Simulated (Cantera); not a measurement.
Input: 1 mol CH3F, 1.5 mol HCl, 2.6 mol H2, equilibrated at 0.0133 bar.

These are equilibrium values from Cantera (NASA tables, ideal gas, pure condensed phases), not measurements of a reactor. Candidate condensed phases: C, C6H6, C7H8, C8H18; 135 gas species. Ions and electrons are included (thermal ionisation). Equilibrium is a limit: real reactors are often held back by kinetics, nucleation or transport.

**Question.** Which condensed phases are stable at each of these points (T (K)): 2000, 2500, 3000, 3500, 4000, 4500, 5000?

**Answer.** 
| T (K) | condensed phases | C condensed (%) |
|---|---|---|
| 2000 | C(graphite) | 99.4 |
| 2500 | C(graphite) | 92.7 |
| 3000 | gas only | 0.0 |
| 3500 | gas only | 0.0 |
| 4000 | gas only | 0.0 |
| 4500 | gas only | 0.0 |
| 5000 | gas only | 0.0 |

From 2000 K to 2500 K the condensed part is C(graphite). From 3000 K to 5000 K nothing is condensed.
